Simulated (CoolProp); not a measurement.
Values from CoolProp's reference Helmholtz-energy equation of state, Bücker 2006.

Task: For isobutane, give the phase and the Joule-Thomson coefficient (K/MPa), viscosity (µPa s), conductivity (mW/(m K)) at 230.25 °C and 1.09 bar.

Result: 
- 230.25 °C and 1.09 bar: gas; Joule-Thomson coefficient 4.49, viscosity 12.3, conductivity 43.8

Viscosity comes from a separate model (Vogel 2000). Thermal conductivity comes from a separate model (Perkins 2002).
